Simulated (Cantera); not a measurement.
**Titanium nitride, carbide and oxide coatings: TiCl4 + H2O**

A closed system holds: 1 mol TiCl4, 1.5 mol H2O, at 10000 Pa.

Equilibrium computed with Cantera from the NASA thermochemical tables; the gas is ideal and each condensed phase is pure. Candidate condensed phases: H2O, Ti, TiCl2, TiCl3, TiCl4, TiO, TiO2, Ti2O3, Ti3O5, Ti4O7; 23 gas species. Condensed phases not in the tables: TiOCl. Kinetics and transport are ignored.

```csv
T (K),log p HCl,log p TiCl4,log p Cl,log p TiCl3,log p H2O,log p H2,log p Cl2,log p TiOCl2,n TiO2(rutile)
1050,-1.03,-2.11,-6.16,-6.46,-4.54,-6.02,-6.11,-10.40,0.750
1100,-1.04,-2.11,-5.78,-6.06,-4.48,-5.79,-5.91,-9.71,0.749
1150,-1.04,-2.11,-5.43,-5.69,-4.42,-5.57,-5.74,-9.09,0.749
1200,-1.04,-2.11,-5.12,-5.35,-4.36,-5.37,-5.58,-8.52,0.749
1250,-1.04,-2.11,-4.83,-5.04,-4.31,-5.19,-5.44,-8.00,0.749
1300,-1.04,-2.11,-4.56,-4.75,-4.27,-5.01,-5.31,-7.51,0.749
1350,-1.04,-2.11,-4.31,-4.48,-4.23,-4.85,-5.19,-7.07,0.749
1400,-1.04,-2.12,-4.09,-4.23,-4.19,-4.70,-5.08,-6.65,0.749
1450,-1.04,-2.12,-3.87,-4.00,-4.15,-4.55,-4.98,-6.27,0.749
1500,-1.04,-2.12,-3.67,-3.79,-4.12,-4.42,-4.88,-5.91,0.749
1550,-1.04,-2.13,-3.49,-3.59,-4.09,-4.30,-4.79,-5.58,0.749
```
log p: log10 of the partial pressure in bar; n: condensed amount in mol.

From 1050 K to 1550 K the condensed part is TiO2(rutile). The main Ti-bearing gas is TiCl4 throughout.
